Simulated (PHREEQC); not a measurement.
Dissolve 4 mmol/kgw HF, 2.9 mmol/kgw CuSO4 and 22 mmol/kgw MnSO4 at 75 °C. Closed to the air; pH follows from the charge balance.

The numbers come from PHREEQC with the ion-association model, wateq4f.dat.

**Question.** The ionic strength comes out as 0.0527 mol/kgw. What activity coefficients do MnF+, SO4-2, CuF+, F-, HSO4- get?

**Answer.** MnF+ 0.81, SO4-2 0.42, CuF+ 0.80, F- 0.79, HSO4- 0.80.

This is a speciation only: nothing precipitates in the calculation. Away from 25 °C the constants follow the database's enthalpies or fits; those with neither stay at their 25 °C values.
